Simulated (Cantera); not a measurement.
Input (Python, Cantera) and output of one run.

```python
import numpy as np
import cantera as ct

gas_names = """
    Cu CuO Cu2 H HNO HNO2 HNO3 HO2 H2 H2O H2O2 N NH NH2 NH3 NH2OH NO NO2 NO3 N2 N2H2 N2H4 N2O O OH O2 O3
""".split()
cond_names = """
    Cu(cr) Cu(L) CuO(s) CuO2H2(s) Cu2O(s) Cu2O(L) H2O(s) H2O(L)
""".split()


# ... load() reads the species with a 1 bar reference pressure and builds the phases ...
atoms = {
    'Cu': {'Cu': 1},
    'H2O': {'H': 2, 'O': 1},
    'N2': {'N': 2},
}
top_T = {'CuO(s)': 1390}  # K; cautious upper limits of use, not melting points


# ... equilibrate(T, P, feed) seeds the gas with the atoms and calls Mixture.equilibrate('TP', solver="vcs", rtol=1e-11, max_steps=5000) ...
results = []
feed = {'Cu': 1, 'H2O': 0.32, 'N2': 4.5}  # mol
T = 1798.15  # K
P = 78  # Pa
mix = equilibrate(T, P, feed)
results.append((T, P, feed, dict(zip(mix.species_names, mix.species_moles))))
print(gas.report(threshold=0.001))
for i in range(1, mix.n_phases):
    print(f"{mix.phase(i).name:16s} {mix.phase_moles(i):12.5e} mol")
```

Output:

```
       temperature   1798.2 K
          pressure   78 Pa
           density   0.00017477 kg/m^3
  mean mol. weight   33.498 kg/kmol
   phase of matter   gas

                          1 kg             1 kmol
                     ---------------   ---------------
          enthalpy         2.753e+06        9.2222e+07  J
   internal energy        2.3067e+06        7.7272e+07  J
           entropy            9141.5        3.0623e+05  J/K
    Gibbs function       -1.3685e+07       -4.5842e+08  J
 heat capacity c_p            1009.8             33825  J/K
 heat capacity c_v            761.55             25511  J/K

                      mass frac. Y      mole frac. X     chem. pot. / RT
                     ---------------   ---------------   ---------------
                Cu            0.3249           0.17127           -8.7569
                H2        0.00017172         0.0028534           -32.162
               H2O          0.027576          0.051278           -53.315
                N2           0.64511           0.77141           -34.003
                O2         0.0011085         0.0011605           -42.306
     [  +22 minor]         0.0011294         0.0020244

Cu(L)             0.00000e+00 mol
Cu2O(L)           0.00000e+00 mol
```

Method: chemical equilibrium by Gibbs-energy minimisation in Cantera with the NASA 1993 tables (ideal gas, pure condensed phases).
